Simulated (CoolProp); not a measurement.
Model: reference Helmholtz-energy equation of state, Thol 2019, in CoolProp.

Task: For n-hexane, give the phase and the cp (kJ/(kg K)), Prandtl number at 480.9 K and 0.229 bar.

Result: 
- 480.9 K and 0.229 bar: gas; cp 2.47, Prandtl number 0.749

Viscosity comes from a separate model (Michailidou 2013). Thermal conductivity comes from a separate model (Assael 2013).
